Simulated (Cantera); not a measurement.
## CH3SiH3 + C3H8 + H2 (silicon carbide growth)

Input: 1 mol CH3SiH3, 0.023 mol C3H8, 130 mol H2, equilibrated at 100000 Pa.

Cantera equilibrium calculation (NASA polynomials, part measured and part estimated; ideal gas, pure solids and liquids). Candidate condensed phases: C, C6H6, C7H8, C8H18, Si, SiC; 87 gas species. The feed counts by its element totals alone. Gases not in the tables: Si2H6 and higher silanes. The numbers say what is thermodynamically allowed, not how fast it happens.

From 1627 °C to 2277 °C the condensed part is SiC(s). The main Si-bearing gas is SiH2 at 1627 °C and Si at 2277 °C.

```json
[
 {"T (°C)": "1627", "log p H2": "0.00", "log p H": "-3.10", "log p Si": "-6.06", "log p C2H2 (acetylene)": "-3.96", "n SiC(s)": "0.999"},
 {"T (°C)": "1677", "log p H2": "0.00", "log p H": "-2.94", "log p Si": "-5.67", "log p C2H2 (acetylene)": "-3.86", "n SiC(s)": "0.999"},
 {"T (°C)": "1727", "log p H2": "0.00", "log p H": "-2.79", "log p Si": "-5.29", "log p C2H2 (acetylene)": "-3.78", "n SiC(s)": "0.997"},
 {"T (°C)": "1777", "log p H2": "0.00", "log p H": "-2.64", "log p Si": "-4.93", "log p C2H2 (acetylene)": "-3.71", "n SiC(s)": "0.994"},
 {"T (°C)": "1827", "log p H2": "0.00", "log p H": "-2.51", "log p Si": "-4.58", "log p C2H2 (acetylene)": "-3.64", "n SiC(s)": "0.989"},
 {"T (°C)": "1877", "log p H2": "0.00", "log p H": "-2.38", "log p Si": "-4.26", "log p C2H2 (acetylene)": "-3.57", "n SiC(s)": "0.981"},
 {"T (°C)": "1927", "log p H2": "0.00", "log p H": "-2.25", "log p Si": "-3.96", "log p C2H2 (acetylene)": "-3.48", "n SiC(s)": "0.965"},
 {"T (°C)": "1977", "log p H2": "0.00", "log p H": "-2.13", "log p Si": "-3.69", "log p C2H2 (acetylene)": "-3.37", "n SiC(s)": "0.939"},
 {"T (°C)": "2027", "log p H2": "0.00", "log p H": "-2.02", "log p Si": "-3.44", "log p C2H2 (acetylene)": "-3.25", "n SiC(s)": "0.899"},
 {"T (°C)": "2077", "log p H2": "-0.01", "log p H": "-1.91", "log p Si": "-3.20", "log p C2H2 (acetylene)": "-3.11", "n SiC(s)": "0.836"},
 {"T (°C)": "2127", "log p H2": "-0.01", "log p H": "-1.80", "log p Si": "-2.99", "log p C2H2 (acetylene)": "-2.96", "n SiC(s)": "0.739"},
 {"T (°C)": "2177", "log p H2": "-0.01", "log p H": "-1.70", "log p Si": "-2.79", "log p C2H2 (acetylene)": "-2.81", "n SiC(s)": "0.595"},
 {"T (°C)": "2227", "log p H2": "-0.01", "log p H": "-1.61", "log p Si": "-2.60", "log p C2H2 (acetylene)": "-2.66", "n SiC(s)": "0.379"},
 {"T (°C)": "2277", "log p H2": "-0.02", "log p H": "-1.51", "log p Si": "-2.43", "log p C2H2 (acetylene)": "-2.51", "n SiC(s)": "0.0591"}
]
```
log p: log10 of the partial pressure in bar; n: condensed amount in mol.
